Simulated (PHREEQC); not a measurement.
A column of 0.2 m (30 cells, dispersivity 0.016 m, 720 s a shift, diffusion coefficient 3e-10 m²/s) holds 0.00087 eq of the database's cation exchanger X per kg of pore water, first in equilibrium with 0.0044 mol/kgw LiCl, 0.059 mol/kgw MnCl2 and 1e-05 mol/kgw HCl. It is flushed with 0.00037 mol/kgw NH4Cl, 9.4e-05 mol/kgw PbCl2 and 1e-05 mol/kgw HCl, at 25 °C. Values are for the last cell. No CO2 enters from the air. Nothing may precipitate in this run.

Base run: PHREEQC, ion-association model, phreeqc.dat. Each further column changes one thing. The table gives Pb in solution (mol/kgw).

| pore volumes | base | exchange capacity from 0.00087 to 0.00044 eq/kgw | dispersivity from 0.016 to 0.032 m |
|---|---|---|---|
| 0 | 0 | 0 | 0 |
| 0.4167 | 1.26e-6 | 1.34e-6 | 5.92e-6 |
| 1.017 | 4.23e-5 | 4.80e-5 | (withheld) |
| 1.417 | 4.16e-5 | 5.55e-5 | 5.93e-5 |
| 1.817 | 2.32e-5 | (withheld) | 5.31e-5 |
| 2.417 | 6.40e-6 | 1.68e-5 | 3.29e-5 |
| 2.817 | 3.27e-6 | 1.14e-5 | 2.16e-5 |
| 3.217 | 2.36e-6 | (withheld) | 1.43e-5 |
| 3.617 | 2.20e-6 | 2.26e-5 | (withheld) |
| 4.217 | 2.69e-6 | (withheld) | 8.90e-6 |
| 4.617 | 4.00e-6 | 7.67e-5 | (withheld) |
| 5.017 | 8.07e-6 | 8.60e-5 | (withheld) |
| 5.617 | 2.88e-5 | 9.15e-5 | 2.00e-5 |
| 6.017 | 5.12e-5 | 9.29e-5 | 2.96e-5 |

Question: What belongs in the gaps?

Answer: 
- 1.017, dispersivity from 0.016 to 0.032 m: 4.99e-5
- 1.817, exchange capacity from 0.00087 to 0.00044 eq/kgw: 3.97e-5
- 3.217, exchange capacity from 0.00087 to 0.00044 eq/kgw: 1.24e-5
- 3.617, dispersivity from 0.016 to 0.032 m: 1.06e-5
- 4.217, exchange capacity from 0.00087 to 0.00044 eq/kgw: 5.85e-5
- 4.617, dispersivity from 0.016 to 0.032 m: 9.62e-6
- 5.017, dispersivity from 0.016 to 0.032 m: 1.19e-5
